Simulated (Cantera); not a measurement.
Input (Python, Cantera) and output of one run.

```python
import numpy as np
import cantera as ct

gas_names = """
    N NO NO2 NO3 N2 N2O O O2 O3 Pb PbO Pb2
""".split()
cond_names = """
    Pb(cr) Pb(L) PbO(rd) PbO(yw) PbO(L) PbO2(s) Pb3O4(s)
""".split()


# ... load() reads the species with a 1 bar reference pressure and builds the phases ...
atoms = {
    'Pb': {'Pb': 1},
    'O2': {'O': 2},
    'N2': {'N': 2},
}
top_T = {'Pb3O4(s)': 820}  # K; cautious upper limits of use, not melting points


# ... equilibrate(T, P, feed) seeds the gas with the atoms and calls Mixture.equilibrate('TP', solver="vcs", rtol=1e-11, max_steps=5000) ...
results = []
P = 101325  # Pa
for T in [775, 850, 925, 1000, 1075, 1150, 1225, 1300, 1375, 1450, 1525]:
    for m in [3.6, 5.4, 8.1, 12, 18, 28, 42]:
        feed = {'Pb': 1, 'O2': 0.023, 'N2': m}  # mol
        mix = equilibrate(T, P, feed)
        results.append((T, P, feed, dict(zip(mix.species_names, mix.species_moles))))

for T, P, feed, n in results:
    print(f"{T:7g} {feed['N2']:10.4g}  " + (" + ".join(c for c in cond_names if n.get(c, 0) > 1e-12) or "gas only"))
```

It prints:

```
    775        3.6  Pb(L) + PbO(yw)
    775        5.4  Pb(L) + PbO(yw)
    775        8.1  Pb(L) + PbO(yw)
    775         12  Pb(L) + PbO(yw)
    775         18  Pb(L) + PbO(yw)
    775         28  Pb(L) + PbO(yw)
    775         42  Pb(L) + PbO(yw)
    850        3.6  Pb(L) + PbO(yw)
    850        5.4  Pb(L) + PbO(yw)
    850        8.1  Pb(L) + PbO(yw)
    850         12  Pb(L) + PbO(yw)
    850         18  Pb(L) + PbO(yw)
    850         28  Pb(L) + PbO(yw)
    850         42  Pb(L) + PbO(yw)
    925        3.6  Pb(L) + PbO(yw)
    925        5.4  Pb(L) + PbO(yw)
    925        8.1  Pb(L) + PbO(yw)
    925         12  Pb(L) + PbO(yw)
    925         18  Pb(L) + PbO(yw)
    925         28  Pb(L) + PbO(yw)
    925         42  Pb(L) + PbO(yw)
   1000        3.6  Pb(L) + PbO(yw)
   1000        5.4  Pb(L) + PbO(yw)
   1000        8.1  Pb(L) + PbO(yw)
   1000         12  Pb(L) + PbO(yw)
   1000         18  Pb(L) + PbO(yw)
   1000         28  Pb(L) + PbO(yw)
   1000         42  Pb(L) + PbO(yw)
   1075        3.6  Pb(L) + PbO(yw)
   1075        5.4  Pb(L) + PbO(yw)
   1075        8.1  Pb(L) + PbO(yw)
   1075         12  Pb(L) + PbO(yw)
   1075         18  Pb(L) + PbO(yw)
   1075         28  Pb(L) + PbO(yw)
   1075         42  Pb(L) + PbO(yw)
   1150        3.6  Pb(L) + PbO(yw)
   1150        5.4  Pb(L) + PbO(yw)
   1150        8.1  Pb(L) + PbO(yw)
   1150         12  Pb(L) + PbO(yw)
   1150         18  Pb(L) + PbO(yw)
   1150         28  Pb(L) + PbO(yw)
   1150         42  Pb(L) + PbO(yw)
   1225        3.6  Pb(L) + PbO(L)
   1225        5.4  Pb(L) + PbO(L)
   1225        8.1  Pb(L) + PbO(L)
   1225         12  Pb(L) + PbO(L)
   1225         18  Pb(L) + PbO(L)
   1225         28  Pb(L) + PbO(L)
   1225         42  Pb(L) + PbO(L)
   1300        3.6  Pb(L) + PbO(L)
   1300        5.4  Pb(L) + PbO(L)
   1300        8.1  Pb(L) + PbO(L)
   1300         12  Pb(L) + PbO(L)
   1300         18  Pb(L) + PbO(L)
   1300         28  Pb(L) + PbO(L)
   1300         42  Pb(L) + PbO(L)
   1375        3.6  Pb(L) + PbO(L)
   1375        5.4  Pb(L) + PbO(L)
   1375        8.1  Pb(L) + PbO(L)
   1375         12  Pb(L) + PbO(L)
   1375         18  Pb(L) + PbO(L)
   1375         28  Pb(L) + PbO(L)
   1375         42  Pb(L)
   1450        3.6  Pb(L) + PbO(L)
   1450        5.4  Pb(L) + PbO(L)
   1450        8.1  Pb(L) + PbO(L)
   1450         12  Pb(L)
   1450         18  Pb(L)
   1450         28  Pb(L)
   1450         42  Pb(L)
   1525        3.6  Pb(L) + PbO(L)
   1525        5.4  Pb(L)
   1525        8.1  Pb(L)
   1525         12  Pb(L)
   1525         18  Pb(L)
   1525         28  Pb(L)
   1525         42  gas only
```

Cantera equilibrium calculation (NASA polynomials, part measured and part estimated; ideal gas, pure solids and liquids). Each liquid is taken as pure. Mutual solubility and eutectic melting of coexisting phases are not modelled.
